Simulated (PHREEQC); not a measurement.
Make-up at 70 °C: 0.0027 mol/kgw CdCl2, 0.0013 mol/kgw NaCl and 0.033 mol/kgw FeSO4. Closed to the air; pH follows from the charge balance.

The numbers come from PHREEQC with the ion-association model, wateq4f.dat.

| quantity | before | after |
|---|---|---|
| pH | 5.42 | 3.45 |
| ionic strength (mol/kgw) | 0.0738 | 0.0747 |
| Fe+2 (mol/kgw) | 0.0174 | 0.0176 |
| SO4-2 (mol/kgw) | 0.0161 | 0.0157 |
| FeSO4 (mol/kgw) | 0.0155 | 0.0151 |
| Cl- (mol/kgw) | 0.00632 | 0.00509 |
| SI of Melanterite (FeSO4:7H2O) | -2.56 | -2.57 |
| SI of CdOHCl (CdOHCl) | -3.04 | -5.10 |

Task: What was changed between the two runs?
A) 0.00095 mol/kgw MnCl2 added
B) NaCl replaced by NaBF4 at the same molality
C) temperature from 70 to 90 °C
D) NaCl replaced by SrCl2 at the same molality
E) temperature from 70 to 20 °C

Result: B, NaCl replaced by NaBF4 at the same molality

Precipitation was switched off in this run. Away from 25 °C the constants follow the database's enthalpies or fits; those with neither stay at their 25 °C values. Real BF4- forms and hydrolyses slowly; the run takes it at equilibrium. Fluoro complexes past AlF4- and FeF3 are missing from the database.
